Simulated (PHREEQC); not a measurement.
PHREEQC input (ion-association model, wateq4f.dat):

```
SOLUTION 1
  temp 25
  units mol/kgw
  pH 7 charge
  Br 0.0027
  S(6) 0.0029
  Cu(2) 0.0029
  Cl 9.2e-05
  Mg 4.6e-05
SOLUTION 2
  temp 25
  units mol/kgw
  pH 7 charge
  Cl 0.1624
  Cu(2) 0.0057
  Na 0.001
END
SELECTED_OUTPUT 1
  -reset false
  -pH true
  -pe true
  -ionic_strength true
  -water true
  -totals Br Cl Cu Mg Na S Cu(1) Cu(2) S(-2) S(6)
  -molalities H+ Br- Cl- Cu+2 Mg+2 Na+ SO4-2 MgOH+ NaSO4- MgSO4
    HSO4- H2S HS- S-2 O2 OH- CuCl2- CuCl3-2 Cu+ CuCl+
    CuCl2 CuCl3- CuCl4-2 CuOH+ Cu(OH)2 Cu(OH)3- Cu(OH)4-2 Cu2(OH)2+2 CuSO4 Cu(HS)3-
  -equilibrium_phases Brucite Tenorite Brochantite Antlerite Atacamite Halite Mirabilite Epsomite Chalcanthite
PRINT
  -reset false
MIX 1
  1 1
  2 0
EQUILIBRIUM_PHASES 1
  Brucite 0 0
  Tenorite 0 0
  Brochantite 0 0
  Antlerite 0 0
  Atacamite 0 0
  Halite 0 0
  Mirabilite 0 0
  Epsomite 0 0
  Chalcanthite 0 0
  O2(g) -0.68 10
END
# ... the last block is repeated for the other 10 points of share of solution B
```

Selected output (columns that matter, 11 of 11 rows; share of solution B added in front):

```
share of solution B	pH	mu	Br	Cl	Cu	Mg	Na	S	m_H+	m_Br-	m_Cl-	m_Cu+2	m_Mg+2	m_Na+
0	2.6658	0.011969	0.0027	9.2e-05	0.0029	4.6e-05	0	0.0029	0.0023786	0.0027	9.1605e-05	0.0024512	3.8021e-05	0
0.1	1.8436	0.026506	0.00243	0.016323	0.00318	4.14e-05	0.0001	0.00261	0.016311	0.00243	0.016251	0.0028834	3.7985e-05	9.9658e-05
0.2	1.5757	0.041708	0.00216	0.032554	0.00346	3.68e-05	0.0002	0.00232	0.030849	0.00216	0.032411	0.0031817	3.5061e-05	0.00019958
0.3	1.4126	0.057134	0.00189	0.048784	0.00374	3.22e-05	0.0003	0.00203	0.045587	0.00189	0.048569	0.0034371	3.1246e-05	0.00029958
0.4	1.2954	0.072666	0.00162	0.065015	0.00402	2.76e-05	0.0004	0.00174	0.060416	0.00162	0.064725	0.0036728	2.7063e-05	0.00039961
0.5	1.2039	0.088255	0.00135	0.081246	0.0043	2.3e-05	0.0005	0.00145	0.075295	0.00135	0.080878	0.0038973	2.2702e-05	0.00049966
0.6	1.1289	0.10388	0.00108	0.097477	0.00458	1.84e-05	0.0006	0.00116	0.090205	0.00108	0.097029	0.0041142	1.8242e-05	0.00059972
0.7	1.0655	0.11953	0.00081	0.11371	0.00486	1.38e-05	0.0007	0.00087	0.10514	0.00081	0.11318	0.0043252	1.3725e-05	0.00069979
0.8	1.0104	0.13519	0.00054	0.12994	0.00514	9.2e-06	0.0008	0.00058	0.12008	0.00054	0.12932	0.0045315	9.1713e-06	0.00079985
0.9	0.96176	0.15086	0.00027	0.14617	0.00542	4.6e-06	0.0009	0.00029	0.13504	0.00027	0.14546	0.0047337	4.5937e-06	0.00089993
1	0.91824	0.16653	0	0.1624	0.0057	0	0.001	0	0.15	0	0.1616	0.0049322	0	0.001
```
